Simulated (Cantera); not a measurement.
Cantera run, input and output.

```python
import numpy as np
import cantera as ct

gas = ct.Solution("gri30.yaml")
gas.TPX = 675, 1000000, {'CH4': 1, 'O2': 2.86, 'N2': 10.7, 'CO2': 0.6}
inlet = ct.Reservoir(gas, clone=True)
gas.equilibrate("HP")  # start burning
reactor = ct.IdealGasConstPressureReactor(gas, energy="on", clone=False)
exhaust = ct.Reservoir(gas, clone=True)
tau = [0.075, 0.033, 0.014, 0.0062, 0.0027, 0.0012, 0.0005, 0.00022, 9.5e-05, 4.1e-05, 1.8e-05, 7.8e-06, 3.4e-06][0]
for a, b in ((inlet, reactor), (reactor, exhaust)):
    ct.MassFlowController(a, b, mdot=lambda t: reactor.mass / tau)
net = ct.ReactorNet([reactor])
show = ['CH4', 'O2', 'CO2', 'CO', 'CH2O', 'NO', 'NO2']

rows = []
print(f"{'tau/s':>10s}{'T/K':>9s}" + "".join(f"{s:>11s}" for s in show))
for tau in [0.075, 0.033, 0.014, 0.0062, 0.0027, 0.0012, 0.0005, 0.00022, 9.5e-05, 4.1e-05, 1.8e-05, 7.8e-06, 3.4e-06]:
    net.initial_time = 0.0
    net.advance(30 * tau)
    before = gas.X
    net.advance(40 * tau)
    drift = np.max(np.abs(gas.X - before) / (gas.X + 1e-9))
    rows.append([gas.T, *gas[show].X, drift])
    print(f"{tau:10.3e}{gas.T:9.1f}" + "".join(f"{x:11.3e}" for x in gas[show].X))
```

Output:

```
     tau/s      T/K        CH4         O2        CO2         CO       CH2O         NO        NO2
 7.500e-02   2053.3  1.449e-06  5.629e-02  1.052e-01  3.290e-04  1.943e-07  5.214e-04  1.381e-06
 3.300e-02   2053.3  3.191e-06  5.644e-02  1.051e-01  3.791e-04  4.308e-07  2.667e-04  7.276e-07
 1.400e-02   2052.3  7.075e-06  5.656e-02  1.050e-01  4.915e-04  9.656e-07  1.355e-04  3.937e-07
 6.200e-03   2049.9  1.441e-05  5.668e-02  1.047e-01  7.099e-04  2.000e-06  7.769e-05  2.507e-07
 2.700e-03   2045.3  2.820e-05  5.690e-02  1.042e-01  1.135e-03  4.010e-06  5.016e-05  1.887e-07
 1.200e-03   2037.2  5.197e-05  5.726e-02  1.034e-01  1.880e-03  7.586e-06  3.700e-05  1.640e-07
 5.000e-04   2022.4  9.859e-05  5.800e-02  1.018e-01  3.296e-03  1.472e-05  2.881e-05  1.467e-07
 2.200e-04   1999.3  1.826e-04  5.928e-02  9.924e-02  5.589e-03  2.738e-05  2.276e-05  1.235e-07
 9.500e-05   1959.7  3.673e-04  6.176e-02  9.467e-02  9.628e-03  5.360e-05  1.648e-05  9.082e-08
 4.100e-05   1879.6  9.797e-04  6.771e-02  8.512e-02  1.784e-02  1.285e-04  8.339e-06  5.034e-08
 1.800e-05    675.0  6.596e-02  1.887e-01  3.958e-02 -7.862e-16 -6.225e-17 -1.589e-19 -8.575e-20
 7.800e-06    675.0  6.596e-02  1.887e-01  3.958e-02  5.868e-20  1.277e-19  1.186e-23  6.401e-24
 3.400e-06    675.0  6.596e-02  1.887e-01  3.958e-02  1.637e-23  2.342e-20  3.308e-27  1.785e-27
```

Cantera simulation using GRI-Mech 3.0 (53 species, 325 reactions); the numbers are that mechanism's predictions, not measurements.
